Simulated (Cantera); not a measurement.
A closed system holds: 1 mol Cu, 7.7 mol CO2, 2.6 mol N2, equilibrated at 1798 K and 13.3 mbar.

These are equilibrium values from Cantera (NASA tables, ideal gas, pure condensed phases), not measurements of a reactor. Candidate condensed phases: C, Cu, CuO, Cu2O; 27 gas species. Kinetics and transport are ignored.

Base state: CO2 0.698, N2 0.240, Cu 0.0397, CO 0.0146, O2 0.00700, NO 0.000416, O 8.65e-5, Cu2 7.54e-5 (mole fractions); condensed: Cu(l).

**Question.** What changes in the equilibrium state with this change: CO2 from 7.7 to 0.017 mol?

**Answer.** 
| species | before | after |
|---|---|---|
| N2 | 0.240 | 0.954 |
| Cu | 0.0397 | 0.0397 |
| CO2 | 0.698 | 0.00559 |
| CO | 0.0146 | 0.000641 |
| O2 | 0.00700 | 0.000232 |
| O | 8.65e-5 | 1.58e-5 |
| CuO | 5.09e-5 | 9.27e-6 |
| Cu(l), mol | 0.569 | 0.891 |
